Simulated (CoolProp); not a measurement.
A closed Brayton cycle with dry air: compressor inlet 323.15 K and 6.8 MPa, high pressure 13.2 MPa, turbine inlet 970 K, compressor efficiency 0.85, turbine efficiency 0.9, recuperator effectiveness 0.8 (on enthalpy, no pinch check). Each further row changes one setting.

Model: reference Helmholtz-energy equation of state, Lemmon 2000, in CoolProp. It is a pseudo-pure fit of the blend.

```tsv
case	thermal efficiency (%)	net work (kJ/kg)	compressor to turbine work	compressor exit (K)	turbine exit (K)
as stated	29.9	76.5	0.52	403.3	833.5
turbine inlet 920 K	28.8	…	0.54	403.3	789.4
compressor inlet 333.15 K	29.2	73.8	…	…	833.5
high pressure 11.2 MPa	26.8	61.5	0.49	382.0	865.5
recuperator effectiveness 0.5	19.4	76.5	0.52	403.3	833.5
```

### Question
What belongs in the gaps?

### Answer

- turbine inlet 920 K, net work (kJ/kg): 68.4
- compressor inlet 333.15 K, compressor to turbine work: 0.53
- compressor inlet 333.15 K, compressor exit (K): 415.7
